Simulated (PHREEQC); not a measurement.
## Buffer (model solution)

Solution (20 °C): 0.28 mol NaHCO3, 0.00088 mol NaOH and 0.011 mol NaCl per kg of water. Closed to the air; pH follows from the charge balance.

Model: ion-association model, wateq4f.dat, run in PHREEQC.

Each row changes one thing in this solution. No solid was allowed to form.

| case | pH | ionic strength (mol/kgw) | Na+ (mol/kgw) | HCO3- (mol/kgw) | NaHCO3 (mol/kgw) | CO2 (mol/kgw) | SI of Nahcolite (NaHCO3) | SI of Natron (Na2CO3:10H2O) |
|---|---|---|---|---|---|---|---|---|
| as made | 7.97 | 0.273 | 0.270 | 0.251 | 0.0191 | 0.00448 | -0.85 | -3.09 |
| diluted 100-fold with water | 8.37 | 0.00295 | 0.00291 | 0.00274 | 3.99e-6 | 2.63e-5 | -4.55 | -8.20 |
| NaOH left out | 7.93 | 0.272 | 0.269 | 0.251 | 0.0191 | 0.00490 | -0.85 | -3.13 |
| 0.011 mol/kgw LiOH added | 8.38 | 0.284 | 0.267 | 0.246 | 0.0183 | 0.00169 | -0.86 | -2.70 |
| 0.0031 mol/kgw HNO3 added | 7.83 | 0.273 | 0.271 | 0.251 | 0.0191 | 0.00613 | -0.85 | -3.22 |
| temperature from 20 to 75 °C | 7.39 | 0.264 | 0.262 | 0.236 | 0.0164 | 0.0135 | -1.35 | -5.36 |
| NaCl from 0.011 to 0.0011 mol/kgw | 7.98 | 0.263 | 0.261 | 0.252 | 0.0186 | 0.00445 | -0.86 | -3.11 |
| NaCl left out | 7.98 | 0.262 | 0.260 | 0.252 | 0.0185 | 0.00444 | -0.86 | -3.11 |

Complexes and solids missing from the database can't appear. Constants without temperature data keep their 25 °C values here.
